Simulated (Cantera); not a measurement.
Input: 1 mol Cu, 1 mol F2, 2.9 mol H2, held at 0.100 bar.

Equilibrium computed with Cantera from the NASA thermochemical tables; the gas is ideal and each condensed phase is pure. Candidate condensed phases: Cu, CuF2; 15 gas species. The numbers say what is thermodynamically allowed, not how fast it happens.

log p: log10 of the partial pressure in bar; n: condensed amount in mol.

```
T (K)  log p HF  log p H2  log p Cu  log p H  n Cu(s)  n Cu(l)
-----  --------  --------  --------  -------  -------  -------
798       -1.29     -1.31      <-13      [?]     1.00        0
873       -1.29     -1.31      <-13      [?]     1.00        0
948       -1.29     -1.31    -11.76      [?]     1.00        0
1023      -1.29     -1.31    -10.42      [?]     1.00        0
1098      -1.29     -1.31     -9.25      [?]     1.00        0
1173      -1.29     -1.31     -8.24      [?]    1.000        0
1248      -1.29     -1.31     -7.36      [?]    1.000        0
1323      -1.29     -1.31     -6.57      [?]    1.000        0
1398      -1.29     -1.31     -5.89      [?]        0    1.000
1473      -1.29     -1.31     -5.29      [?]        0    1.000
1548      -1.29     -1.31     -4.75      [?]        0    0.999
```

What belongs in the gaps?


- 798, log p H: -12.23
- 873, log p H: -10.99
- 948, log p H: -9.94
- 1023, log p H: -9.04
- 1098, log p H: -8.26
- 1173, log p H: -7.58
- 1248, log p H: -6.99
- 1323, log p H: -6.46
- 1398, log p H: -5.98
- 1473, log p H: -5.55
- 1548, log p H: -5.17
